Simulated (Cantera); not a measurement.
A perfectly stirred reactor is fed with 12.8 % CH4, 18.3 % O2, 68.8 % N2, equivalence ratio 1.4, at 0.257 atm; it is adiabatic with a 650 K inlet, and is followed from long to short residence time, starting on the burning branch (τ in s: 0.12, 0.048, 0.018, 0.0071, 0.0027, 0.001, 0.0004, 0.00015, 5.9e-05).

Computed with Cantera and GRI-Mech 3.0 (53 species, 325 reactions).

x: mole fraction; the columns are a selection and need not sum to one.

```
τ (s)    T (K)     x CH4      x O2   x CO2    x CH2O     x OH
-------  -----  --------  --------  ------  --------  -------
0.12      2185   1.39e-5  0.000251  0.0430   1.04e-6  0.00229
0.048     2171       ___       ___  0.0430       ___      ___
0.018     2154   4.81e-5  0.000683  0.0429   4.12e-6  0.00327
0.0071    2138  0.000101   0.00112  0.0426   8.78e-6  0.00363
0.0027    2120  0.000243   0.00203  0.0417   2.07e-5  0.00381
0.0010    2091  0.000654   0.00436  0.0393   5.36e-5  0.00374
0.00040   2025   0.00191    0.0106  0.0333  0.000142  0.00319
0.00015    650     0.128     0.183  <1e-12    <1e-12   <1e-12
5.9e-5     650     0.128     0.183  <1e-12    <1e-12   <1e-12
```

Question: Complete the blanks.

Answer: 
- 0.048, x CH4: 2.43e-5
- 0.048, x O2: 0.000409
- 0.048, x CH2O: 1.98e-6
- 0.048, x OH: 0.00277
